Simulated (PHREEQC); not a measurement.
# Silver or lead bath

A solution holds 0.0002 mol Ag2SO4 and 0.53 mol Na2SO4 per kg of water, at 20 °C. Closed to the air; pH follows from the charge balance.

The numbers come from PHREEQC with the ion-association model, wateq4f.dat.

Each row changes one thing in this solution. This is a speciation only: nothing precipitates in the calculation.

```json
[
 {"case": "as made", "pH": "7.41", "ionic strength (mol/kgw)": "1.16", "Na+ (mol/kgw)": "0.847", "SO4-2 (mol/kgw)": "0.317", "NaSO4- (mol/kgw)": "0.213", "HSO4- (mol/kgw)": "2.53e-7", "SI of Mirabilite (Na2SO4:10H2O)": "-0.51"},
 {"case": "Ag2SO4 replaced by Rb2SO4 at the same molality", "pH": "7.42", "ionic strength (mol/kgw)": "1.16", "Na+ (mol/kgw)": "0.847", "SO4-2 (mol/kgw)": "0.317", "NaSO4- (mol/kgw)": "0.213", "HSO4- (mol/kgw)": "2.52e-7", "SI of Mirabilite (Na2SO4:10H2O)": "-0.51"},
 {"case": "Na2SO4 replaced by NaHSO4 at the same molality", "pH": "0.89", "ionic strength (mol/kgw)": "0.768", "Na+ (mol/kgw)": "0.479", "SO4-2 (mol/kgw)": "0.119", "NaSO4- (mol/kgw)": "0.0510", "HSO4- (mol/kgw)": "0.360", "SI of Mirabilite (Na2SO4:10H2O)": "-1.36"},
 {"case": "Ag2SO4 from 0.0002 to 0.00022 mol/kgw", "pH": "7.41", "ionic strength (mol/kgw)": "1.16", "Na+ (mol/kgw)": "0.847", "SO4-2 (mol/kgw)": "0.317", "NaSO4- (mol/kgw)": "0.213", "HSO4- (mol/kgw)": "2.53e-7", "SI of Mirabilite (Na2SO4:10H2O)": "-0.51"},
 {"case": "Na2SO4 replaced by NaHCO3 at the same molality", "pH": "7.83", "ionic strength (mol/kgw)": "0.474", "Na+ (mol/kgw)": "0.470", "SO4-2 (mol/kgw)": "0.000134", "NaSO4- (mol/kgw)": "6.61e-5", "HSO4- (mol/kgw)": "5.39e-11", "SI of Mirabilite (Na2SO4:10H2O)": "-4.22"},
 {"case": "temperature from 20 to 15 °C", "pH": "7.49", "ionic strength (mol/kgw)": "1.17", "Na+ (mol/kgw)": "0.849", "SO4-2 (mol/kgw)": "0.319", "NaSO4- (mol/kgw)": "0.211", "HSO4- (mol/kgw)": "1.96e-7", "SI of Mirabilite (Na2SO4:10H2O)": "-0.25"}
]
```

The ionic strength passes 0.7 mol/kgw, the rough limit of the ion-association models, in as made; Ag2SO4 replaced by Rb2SO4 at the same molality; Na2SO4 replaced by NaHSO4 at the same molality; Ag2SO4 from 0.0002 to 0.00022 mol/kgw; temperature from 20 to 15 °C. Species that the database lacks are ignored. Some of these states are supersaturated (in Ag2CO3, for instance).
